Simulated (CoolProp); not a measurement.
Vapour pressure (bar) of R245fa: the reference equation beside estimates from Tc = 153.9 °C, pc = 36.51 bar, ω = 0.378. Clausius-Clapeyron is anchored at 73.95 °C with a constant enthalpy of vaporisation of 21.28 kJ/mol.

The numbers come from the reference Helmholtz-energy equation of state, Akasaka 2015 in CoolProp.

```csv
T (°C),reference,Lee-Kesler,Clausius-Clapeyron,Redlich-Kwong,Soave-Redlich-Kwong,Peng-Robinson
49.45,3.385,3.398,3.862,5.889,3.401,3.372
61.65,4.846,4.864,5.157,7.768,4.880,4.825
73.95,6.761,6.779,6.761,10.05,6.823,6.735
86.15,9.177,9.187,8.685,12.72,9.277,9.153
98.35,12.19,12.19,10.97,15.85,12.34,12.18
110.55,15.89,15.87,13.66,19.45,16.10,15.91
122.85,20.43,20.40,16.81,23.59,20.70,20.50
135.05,25.87,25.84,20.39,28.23,26.14,25.97
147.25,32.40,32.40,24.46,33.44,32.57,32.49
```

Absolute difference from the reference over all 9 rows, mean and median: Lee-Kesler 0.2 and 0.1 %, Clausius-Clapeyron 12.6 and 14.0 %, Redlich-Kwong 33.5 and 30.0 %, Soave-Redlich-Kwong 1.0 and 1.0 %, Peng-Robinson 0.3 and 0.3 %.
